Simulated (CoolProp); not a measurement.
n-pentane at several states: Z from the reference equation and from simpler models built on Tc = 196.5 °C, pc = 33.68 bar, ω = 0.251; each cubic takes its own stable root.

The numbers come from the reference Helmholtz-energy equation of state, Thol 2019 in CoolProp.

```
T (°C)  p (bar)   phase  reference  Redlich-Kwong  Soave-Redlich-Kwong  Peng-Robinson
------  -------  ------  ---------  -------------  -------------------  -------------
259.05     1.57     gas     0.9896         0.9889               0.9897         0.9881
-29.15    0.521  liquid   0.002754       0.003097             0.003030       0.002692
334.55     23.6     gas     0.9031         0.8874               0.9091         0.8912
```
